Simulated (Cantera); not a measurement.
A Cantera script and what it prints.

```python
import numpy as np
import cantera as ct

gas_names = [...]  # 97 gases of nasa_gas.yaml made of Al, C, H, N
cond_names = """
    AL(cr) AL(L) ALN(s) C(gr) C6H6(L) C7H8(L) C8H18(L),n-octa
""".split()


# ... load() reads the species with a 1 bar reference pressure and builds the phases ...
atoms = {
    'Al(CH3)3': {'AL': 1, 'C': 3, 'H': 9},
    'NH3': {'N': 1, 'H': 3},
    'N2': {'N': 2},
}
top_T = {'ALN(s)': 2750, 'C(gr)': 4500}  # K; cautious upper limits of use, not melting points


# ... equilibrate(T, P, feed) seeds the gas with the atoms and calls Mixture.equilibrate('TP', solver="vcs", rtol=1e-11, max_steps=5000) ...
results = []
P = 100000  # Pa
for T in [1023, 1173, 1323, 1473, 1623, 1773, 1923, 2073, 2223]:
    for m in [0.34, 0.75, 1.7, 3.7, 8.1, 18, 40, 88, 190, 430]:
        feed = {'Al(CH3)3': 1, 'NH3': m, 'N2': 530}  # mol
        mix = equilibrate(T, P, feed)
        results.append((T, P, feed, dict(zip(mix.species_names, mix.species_moles))))

for T, P, feed, n in results:
    print(f"{T:7g} {feed['NH3']:10.4g}  " + (" + ".join(c for c in cond_names if n.get(c, 0) > 1e-12) or "gas only"))
```

It prints:

```
   1023       0.34  ALN(s) + C(gr)
   1023       0.75  ALN(s) + C(gr)
   1023        1.7  ALN(s) + C(gr)
   1023        3.7  ALN(s) + C(gr)
   1023        8.1  ALN(s) + C(gr)
   1023         18  ALN(s) + C(gr)
   1023         40  ALN(s) + C(gr)
   1023         88  ALN(s) + C(gr)
   1023        190  ALN(s)
   1023        430  ALN(s)
   1173       0.34  ALN(s) + C(gr)
   1173       0.75  ALN(s) + C(gr)
   1173        1.7  ALN(s) + C(gr)
   1173        3.7  ALN(s) + C(gr)
   1173        8.1  ALN(s) + C(gr)
   1173         18  ALN(s) + C(gr)
   1173         40  ALN(s) + C(gr)
   1173         88  ALN(s) + C(gr)
   1173        190  ALN(s) + C(gr)
   1173        430  ALN(s)
   1323       0.34  ALN(s) + C(gr)
   1323       0.75  ALN(s) + C(gr)
   1323        1.7  ALN(s) + C(gr)
   1323        3.7  ALN(s) + C(gr)
   1323        8.1  ALN(s) + C(gr)
   1323         18  ALN(s) + C(gr)
   1323         40  ALN(s) + C(gr)
   1323         88  ALN(s) + C(gr)
   1323        190  ALN(s) + C(gr)
   1323        430  ALN(s) + C(gr)
   1473       0.34  ALN(s) + C(gr)
   1473       0.75  ALN(s) + C(gr)
   1473        1.7  ALN(s) + C(gr)
   1473        3.7  ALN(s) + C(gr)
   1473        8.1  ALN(s) + C(gr)
   1473         18  ALN(s) + C(gr)
   1473         40  ALN(s) + C(gr)
   1473         88  ALN(s) + C(gr)
   1473        190  ALN(s) + C(gr)
   1473        430  ALN(s) + C(gr)
   1623       0.34  ALN(s) + C(gr)
   1623       0.75  ALN(s) + C(gr)
   1623        1.7  ALN(s) + C(gr)
   1623        3.7  ALN(s) + C(gr)
   1623        8.1  ALN(s) + C(gr)
   1623         18  ALN(s) + C(gr)
   1623         40  ALN(s) + C(gr)
   1623         88  ALN(s) + C(gr)
   1623        190  ALN(s) + C(gr)
   1623        430  ALN(s) + C(gr)
   1773       0.34  ALN(s) + C(gr)
   1773       0.75  ALN(s) + C(gr)
   1773        1.7  ALN(s) + C(gr)
   1773        3.7  ALN(s) + C(gr)
   1773        8.1  ALN(s) + C(gr)
   1773         18  ALN(s) + C(gr)
   1773         40  ALN(s) + C(gr)
   1773         88  ALN(s) + C(gr)
   1773        190  ALN(s) + C(gr)
   1773        430  ALN(s)
   1923       0.34  ALN(s) + C(gr)
   1923       0.75  ALN(s) + C(gr)
   1923        1.7  ALN(s) + C(gr)
   1923        3.7  ALN(s) + C(gr)
   1923        8.1  ALN(s) + C(gr)
   1923         18  ALN(s) + C(gr)
   1923         40  ALN(s) + C(gr)
   1923         88  ALN(s)
   1923        190  ALN(s)
   1923        430  ALN(s)
   2073       0.34  ALN(s) + C(gr)
   2073       0.75  ALN(s) + C(gr)
   2073        1.7  ALN(s) + C(gr)
   2073        3.7  ALN(s) + C(gr)
   2073        8.1  ALN(s) + C(gr)
   2073         18  ALN(s) + C(gr)
   2073         40  ALN(s)
   2073         88  ALN(s)
   2073        190  ALN(s)
   2073        430  ALN(s)
   2223       0.34  ALN(s) + C(gr)
   2223       0.75  ALN(s) + C(gr)
   2223        1.7  ALN(s) + C(gr)
   2223        3.7  ALN(s) + C(gr)
   2223        8.1  ALN(s)
   2223         18  ALN(s)
   2223         40  ALN(s)
   2223         88  ALN(s)
   2223        190  gas only
   2223        430  gas only
```

Equilibrium computed with Cantera from the NASA thermochemical tables; the gas is ideal and each condensed phase is pure. The feed counts by its element totals alone.
